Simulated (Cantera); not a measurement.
A perfectly stirred reactor is fed with 0.477 % CH₂O, 4.10 % O₂, 95.4 % N₂, at 4.15 atm; it is held at 1450 K, and followed from long to short residence time.

Detailed kinetics in Cantera: GRI-Mech 3.0 (53 species, 325 reactions).

One state of this run: x CH₂O = 1.13e-6; x O₂ = 0.0363; x C₂H₂ = <1e-12; x HCO = 8.22e-10; x NO₂ = 4.73e-8; x N₂O = 1.42e-6; x CH₂CO = <1e-12. x: mole fraction; the columns are a selection and need not sum to one.

Which value of τ (s) does it belong to?
A) 0.072
B) 0.0086
C) 1.7
D) 0.21

D, 0.21
